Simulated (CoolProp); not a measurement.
Saturation properties of R245ca.

Model: reference Helmholtz-energy equation of state, Zhou 2016, in CoolProp.

```
T (K)  p (MPa)  liquid density (kg/m³)  vapour density (kg/m³)  enthalpy of vaporisation (kJ/kg)  liquid cp (kJ/(kg K))
-----  -------  ----------------------  ----------------------  --------------------------------  ---------------------
335.4   0.3505                     [?]                     [?]                             181.9                  1.447
340.6   0.4069                    1274                   21.50                             178.5                  1.459
345.9   0.4712                    1258                   24.83                             174.9                  1.472
351.2   0.5429                    1242                   28.57                             171.3                  1.486
356.5   0.6225                    1226                   32.76                             167.5                  1.501
361.8   0.7107                    1209                   37.45                             163.6                  1.517
367     0.8060                    1192                   42.60                             159.6                    [?]
372.3   0.9127                    1174                   48.46                             155.4                  1.553
377.6    1.030                    1156                   55.02                             150.9                  1.574
382.9    1.158                    1136                   62.37                             146.3                  1.598
388.1    1.295                    1117                     [?]                             141.6                    [?]
393.4    1.446                    1095                   79.76                             136.4                  1.657
398.7    1.611                    1073                   90.28                             130.9                  1.694
```

What belongs in the gaps?


- 335.4, liquid density (kg/m³): 1288
- 335.4, vapour density (kg/m³): 18.60
- 367, liquid cp (kJ/(kg K)): 1.534
- 388.1, vapour density (kg/m³): 70.47
- 388.1, liquid cp (kJ/(kg K)): 1.625

It boils at 298.4 K under 1 atm.
